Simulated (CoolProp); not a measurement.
Vapour pressure (MPa) of dimethyl ether: the reference equation beside estimates from Tc = 400.4 K, pc = 5.337 MPa, ω = 0.196. Clausius-Clapeyron is anchored at 324.4 K with a constant enthalpy of vaporisation of 16.45 kJ/mol.

The numbers come from the reference Helmholtz-energy equation of state, Wu 2011 in CoolProp.

```tsv
T (K)	reference	Clausius-Clapeyron	van der Waals
305.4	0.7236	0.8067	1.635
311.7	0.8567	0.9195	[?]
318.1	1.010	1.045	1.981
324.4	1.179	1.179	2.169
330.8	[?]	1.327	2.371
337.1	1.583	1.484	2.581
343.4	[?]	1.652	2.802
349.8	2.081	[?]	[?]
356.1	[?]	2.029	3.282
```

Task: Fill in the missing entries.

Result: 
- 311.7, van der Waals: 1.802
- 330.8, reference: 1.372
- 343.4, reference: 1.817
- 349.8, Clausius-Clapeyron: 1.836
- 349.8, van der Waals: 3.038
- 356.1, reference: 2.367

Absolute difference from the reference over all 9 rows, mean and median: Clausius-Clapeyron 7.4 and 7.3 %, van der Waals 76.8 and 72.8 %.
